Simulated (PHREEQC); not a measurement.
Solution (20 °C): 0.051 mol CuCl2 and 0.14 mol KCl per kg of water. Closed to the air; pH follows from the charge balance.

All values are PHREEQC results (ion-association model, wateq4f.dat), not measurements.

Each row changes one thing in this solution. This is a speciation only: nothing precipitates in the calculation.

```
case                             pH  ionic strength (mol/kgw)  Cu+2 (mol/kgw)  CuCl+ (mol/kgw)  CuCl2 (mol/kgw)  Cu2(OH)2+2 (mol/kgw)  SI of Tenorite (CuO)  SI of Atacamite (Cu2(OH)3Cl)
-----------------------------  ----  ------------------------  --------------  ---------------  ---------------  --------------------  --------------------  ----------------------------
as made                        4.51                     0.279          0.0442          0.00645         0.000345               1.62e-5                 -0.67                         +1.40
temperature from 20 to 35 °C   4.35                     0.268          0.0390           0.0113         0.000687               2.63e-5                 -0.49                         +1.47
temperature from 20 to 60 °C   4.15                     0.245          0.0279           0.0215          0.00155               4.48e-5                 -0.25                         +1.51
KCl from 0.14 to 0.28 mol/kgw  4.56                     0.414          0.0417          0.00859         0.000648               1.46e-5                 -0.65                         +1.57
diluted 10-fold with water     5.00                    0.0290         0.00495         0.000138          1.20e-6               3.63e-6                 -0.38                         +0.59
diluted 2-fold with water      4.65                     0.142          0.0233          0.00210          6.77e-5               1.10e-5                 -0.59                         +1.17
```

Some of these states are supersaturated (in Atacamite, for instance). Constants without temperature data keep their 25 °C values here.
